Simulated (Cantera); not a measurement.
Cantera with NASA thermochemical tables; ideal gases at 1 bar, condensed phases pure. Values are per mole of reaction as written; species without (g) are pure solids or liquids, kept so even where they would boil at 1 bar.

### Question
Between 300 and 998 K, where is each reaction favourable under standard conditions?
- S + 2 CaF2 ⇌ 2 Ca + SF4(g)

### Answer
- S + 2 CaF2 ⇌ 2 Ca + SF4(g): ΔG° is 1624 kJ at 300 K and 1495 kJ at 998 K; it stays positive (K < 1). ΔH° is 1662 kJ and ΔS° 168 J/K at 998 K.
